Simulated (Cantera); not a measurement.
# Silicon nitride deposition: SiH2Cl2 + NH3 + N2

Input: 1 mol SiH2Cl2, 6.9 mol NH3, 47 mol N2, equilibrated at 9.10 Pa.

These are equilibrium values from Cantera (NASA tables, ideal gas, pure condensed phases), not measurements of a reactor. Candidate condensed phases: NH4Cl, Si, Si3N4; 28 gas species. The tables' values for SiCl, SiN are old estimates; treat these amounts as uncertain. Kinetics and transport are ignored.

At 1227 °C the condensed part is Si3N4(s). At 1327 °C the condensed part is Si(s). At 1427 °C the condensed part is Si(l). From 1527 °C to 1827 °C nothing is condensed. The main Si-bearing gas is SiCl2 at 1227 °C and Si at 1827 °C.

```csv
T (°C),log p N2,log p H2,log p H,log p HCl,log p Si,log p Cl,n Si3N4(s),n Si(s),n Si(l)
1227,-4.14,-4.81,-7.16,-5.73,-8.10,-8.18,0.210,0,0
1327,-4.14,-4.81,-6.67,-5.78,-7.01,-7.74,0,0.501,0
1427,-4.14,-4.82,-6.24,-5.80,-6.17,-7.33,0,0,0.0607
1527,-4.14,-4.84,-5.87,-5.69,-5.98,-6.83,0,0,0
1627,-4.15,-4.87,-5.54,-5.66,-5.90,-6.44,0,0,0
1727,-4.16,-4.93,-5.25,-5.70,-5.88,-6.16,0,0,0
1827,-4.17,-5.02,-5.01,-5.82,-5.88,-5.95,0,0,0
```
log p: log10 of the partial pressure in bar; n: condensed amount in mol.
